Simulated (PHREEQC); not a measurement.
# Metal-bearing waste water

Consider water at 25 °C with 0.0055 mol/kgw CdCl2 and 0.0024 mol/kgw ZnCl2. Closed to the air; pH follows from the charge balance.

Model: ion-association model, wateq4f.dat, run in PHREEQC.

This is a speciation only: nothing precipitates in the calculation.

Predict the pH, ionic strength.

pH 5.76; ionic strength 0.0187 mol/kgw.

In which forms is Cd present?

Cd+2 57 %, CdCl+ 42 %, CdCl2 1.7 % of the Cd.
